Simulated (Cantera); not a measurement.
## SiF₄ + C₂H₄ + H₂ (silicon carbide growth)

Feed: 1 mol SiF₄, 0.0062 mol C₂H₄, 720 mol H₂, at 1223.15 K and 0.160 bar.

Equilibrium computed with Cantera from the NASA thermochemical tables; the gas is ideal and each condensed phase is pure. Candidate condensed phases: C, C₆H₆, C₇H₈, C₈H₁₈, Si, SiC; 113 gas species. The tables' values for SiF₃ are old estimates; treat these amounts as uncertain. Rates play no part.

```json
{
  "x(H₂)": "0.998",
  "x(SiF₄)": "0.00114",
  "x(HF)": "0.000259",
  "x(SiHF₃)": "0.000188",
  "x(SiF₃)": "3.78e-5",
  "x(CH₄)": "1.72e-5",
  "x(SiH₂F₂)": "1.50e-5",
  "x(SiF₂)": "1.29e-6",
  "gas_amount": "721.0 mol",
  "log10 activity of Si(s) (absent)": "-1.56",
  "log10 activity of C(graphite) (absent)": "-2.09"
}
```
